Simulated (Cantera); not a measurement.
## Equilibrium for boron, boron nitride and boron oxide: B2H6 + O2 + H2 + N2

Charge: 1 mol B2H6, 0.14 mol O2, 4.3 mol H2, 0.00037 mol N2, equilibrated at 16.5 Torr.

Equilibrium computed with Cantera from the NASA thermochemical tables; the gas is ideal and each condensed phase is pure. Candidate condensed phases: B, BN, B2O3, B3O3H3, H2O; 39 gas species. The feed counts by its element totals alone. N2 is the only nitrogen source here; it is nearly inert below about 1500 K, so the nitride shown seldom forms there in practice. Mutual solubility and eutectic melting of coexisting phases are not modelled. Rates play no part.

From 775 K to 1450 K the condensed part is B(s) + BN(s) + B2O3(l). The main B-bearing gas is B3O3H3 at 775 K and HBO at 1450 K. The share of B in condensed phases is highest at 775 K (99.4 %) and lowest at 1450 K (92.3 %).

| T (K) | x H2 | x HBO | x B2O2 | x B3O3H3 | n B(s) | n BN(s) | n B2O3(l) |
|---|---|---|---|---|---|---|---|
| 775 | 0.999 | 3.83e-9 | <1e-12 | 0.000577 | 1.81 | 0.000740 | 0.0891 |
| 850 | 0.999 | 7.03e-8 | <1e-12 | 0.000710 | 1.81 | 0.000740 | 0.0881 |
| 925 | 0.999 | 7.93e-7 | 6.18e-11 | 0.000817 | 1.81 | 0.000740 | 0.0874 |
| 1000 | 0.999 | 6.15e-6 | 2.23e-9 | 0.000899 | 1.81 | 0.000740 | 0.0868 |
| 1075 | 0.999 | 3.55e-5 | 4.78e-8 | 0.000959 | 1.81 | 0.000740 | 0.0863 |
| 1150 | 0.999 | 0.000162 | 6.79e-7 | 0.000998 | 1.80 | 0.000740 | 0.0856 |
| 1225 | 0.998 | 0.000607 | 6.89e-6 | 0.00102 | 1.80 | 0.000740 | 0.0843 |
| 1300 | 0.997 | 0.00195 | 5.30e-5 | 0.00103 | 1.80 | 0.000740 | 0.0806 |
| 1375 | 0.993 | 0.00545 | 0.000323 | 0.00102 | 1.79 | 0.000740 | 0.0700 |
| 1450 | 0.983 | 0.0136 | 0.00162 | 0.00100 | 1.76 | 0.000739 | 0.0404 |
x: gas mole fraction; n: condensed amount in mol.
